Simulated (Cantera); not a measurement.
A freely propagating, adiabatic, planar premixed flame of 9.23 % CH4, 15.4 % O2, 75.4 % N2, unburnt at 325 K and 5.63 atm; multicomponent+Soret transport, grid criteria slope 0.08 and curve 0.16, no radiation.

Model: GRI-Mech 3.0 (53 species, 325 reactions), integrated in Cantera. Burning velocities carry a grid error of a few per cent, more on coarse grids.

**Question.** Predict: laminar burning velocity; thermal thickness; peak x(CH2); peak x(H); peak x(CH3).

**Answer.** 
| Item | Value |
|---|---|
| laminar burning velocity | 5.52 cm/s |
| thermal thickness | 0.447 mm |
| peak x(CH2) | 4.87e-6 |
| peak x(H) | 0.000380 |
| peak x(CH3) | 0.000561 |
